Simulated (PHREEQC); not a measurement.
A column of 0.5 m (40 cells, dispersivity 0.018 m, 720 s a shift, diffusion coefficient 3e-10 m²/s) holds 0.0013 eq of the database's cation exchanger X per kg of pore water, first in equilibrium with 2.3 mmol/kgw KCl, 4 mmol/kgw NaCl, 16 mmol/kgw LiCl and 0.01 mmol/kgw HCl. It is flushed with 0.00042 mol CaCl2 and 1e-05 mol HCl per kg of water, at 25 °C. Values are for the last cell. No CO2 enters from the air. Precipitation was switched off in this run.

Model: ion-association model, phreeqc.dat, run in PHREEQC.

```
pore volumes  Li in solution (mol/kgw)  Na in solution (mol/kgw)  K in solution (mol/kgw)  Ca in solution (mol/kgw)
------------  ------------------------  ------------------------  -----------------------  ------------------------
0                               0.0160                   0.00400                  0.00230                         0
0.4125                          0.0160                   0.00400                  0.00230                         0
1.012                          0.00717                   0.00180                  0.00107                         0
1.413                          0.00173                  0.000449                 0.000288                         0
1.812                         0.000638                  0.000189                 0.000192                         0
2.413                          4.55e-5                   1.72e-5                 0.000780                   7.76e-7
2.812                          2.05e-6                   7.35e-7                  3.20e-5                  0.000403
3.212                          1.21e-7                   4.30e-8                  2.11e-6                  0.000419
3.612                          7.69e-9                   2.71e-9                  1.62e-7                  0.000420
4.213                         1.28e-10                  4.54e-11                  3.89e-9                  0.000420
4.612                         8.47e-12                  3.03e-12                 3.38e-10                  0.000420
5.013                         5.64e-13                  2.04e-13                 3.00e-11                  0.000420
5.612                                0                         0                 8.12e-13                  0.000420
6.013                                0                         0                 7.41e-14                  0.000420
```

Complexes and solids missing from the database can't appear.
